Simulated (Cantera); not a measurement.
# Catalytic stagnation flow on Pt

A jet of 1.87 % CH4, 11.0 % O2, 87.1 % N2 at 300 K and 0.0592 atm hits a platinum plate 3.3 cm away at a mass flux of 0.055 kg/m²/s; the plate temperature is set and raised in steps from an oxygen-covered start.

Detailed kinetics in Cantera: Deutschmann's 1995 Pt surface mechanism with GRI-Mech 3.0 gas chemistry. Catalytic surfaces can have several steady states; this one follows from the mechanism file's or the stated starting coverage.

```tsv
plate T (K)	wall x CH4	wall x O2	wall x H2O	wall x OH	wall x CO	wall x CO2	θ free Pt	θ O*
850	0.0160	0.104	0.00519	<1e-8	4.52e-6	0.00337	0.160	0.840
900	0.0137	0.0995	0.00949	2.28e-8	5.54e-6	0.00617	0.226	0.774
950	0.0112	0.0942	0.0141	7.60e-8	6.29e-6	0.00917	0.297	0.703
1000	0.00900	0.0896	0.0181	2.12e-7	6.89e-6	0.0118	0.369	0.630
1050	0.00727	0.0859	0.0213	5.23e-7	7.45e-6	0.0139	0.441	0.559
1100	0.00595	0.0832	0.0237	1.16e-6	8.10e-6	0.0155	0.510	0.489
```
x: mole fraction at the wall; θ: surface coverage.
